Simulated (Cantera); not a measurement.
Cantera run, input and output.

```python
import numpy as np
import cantera as ct

gas = ct.Solution("h2o2.yaml")
gas.TPX = 450, 13332, {'H2': 1, 'O2': 0.87, 'N2': 2.61}
flame = ct.FreeFlame(gas, width=0.16)
flame.set_refine_criteria(ratio=3, slope=0.08, curve=0.16)
flame.transport_model = "mixture-averaged"
flame.solve(loglevel=0, auto=True)
z, T = flame.grid, flame.T
thick = (T[-1] - T[0]) / np.gradient(T, z).max()
show = ['H2', 'O2', 'O', 'OH', 'H2O', 'H2O2']
print(f"laminar burning velocity  {flame.velocity[0] * 100:.3f} cm/s")
print(f"burnt temperature         {T[-1]:.1f} K")
print(f"thermal thickness         {thick * 1e3:.4f} mm")
print(f"grid points               {len(z)}")
z0 = z[flame.heat_release_rate.argmax()]
print(f"{'z/mm':>9s}{'T/K':>9s}{'u/(m/s)':>9s}" + "".join(f"{s:>11s}" for s in show))
rows = []
for k in (-3, -2, -1.5, -1, -0.5, -0.25, 0, 0.25, 0.5, 1, 2, 4, 8):
    zz = z0 + k * thick
    rows.append([k * thick, np.interp(zz, z, T), np.interp(zz, z, flame.velocity),
                 *(np.interp(zz, z, flame.X[gas.species_index(s)]) for s in show)])
    print(f"{rows[-1][0] * 1e3:9.3f}{rows[-1][1]:9.1f}{rows[-1][2]:9.3f}" + "".join(f"{x:11.3e}" for x in rows[-1][3:]))
```

Output:

```
laminar burning velocity  284.023 cm/s
burnt temperature         2076.6 K
thermal thickness         5.1067 mm
grid points               127
     z/mm      T/K  u/(m/s)         H2         O2          O         OH        H2O       H2O2
  -15.320    450.0    2.840  2.232e-01  1.942e-01  2.075e-15  2.279e-17  9.492e-14 -1.267e-15
  -10.213    450.0    2.840  2.232e-01  1.942e-01  2.706e-13  2.972e-15  9.305e-12  4.540e-14
   -7.660    450.0    2.840  2.232e-01  1.942e-01  5.813e-12  6.389e-14  1.970e-10  1.192e-12
   -5.107    450.0    2.840  2.232e-01  1.942e-01  9.068e-10  1.731e-11  3.964e-08  3.748e-10
   -2.553    462.3    2.904  2.189e-01  1.948e-01  4.640e-06  4.254e-05  5.865e-04  4.318e-06
   -1.277    662.9    4.071  1.855e-01  1.914e-01  1.922e-04  5.551e-04  1.812e-02  7.618e-06
    0.000   1053.3    6.272  8.801e-02  1.545e-01  6.376e-03  2.691e-03  1.010e-01  1.193e-06
    1.277   1320.0    7.792  2.508e-02  1.068e-01  1.626e-02  7.388e-03  1.800e-01  1.375e-06
    2.553   1446.3    8.490  1.777e-02  9.781e-02  1.773e-02  9.742e-03  1.952e-01  9.524e-07
    5.107   1583.0    9.217  1.612e-02  9.456e-02  1.614e-02  1.212e-02  2.040e-01  5.244e-07
   10.213   1721.5    9.931  1.362e-02  9.237e-02  1.309e-02  1.385e-02  2.135e-01  2.660e-07
   20.427   1849.1   10.570  1.009e-02  9.107e-02  9.317e-03  1.416e-02  2.234e-01  1.428e-07
   40.854   1953.2   11.079  6.310e-03  9.072e-02  5.656e-03  1.272e-02  2.326e-01  8.567e-08
```

Model: the H2/O2 subset of GRI-Mech 3.0, which has no nitrogen chemistry, integrated in Cantera. Burning velocities carry a grid error of a few per cent, more on coarse grids. Lean hydrogen flames are cellular in practice and burn faster than this planar one.
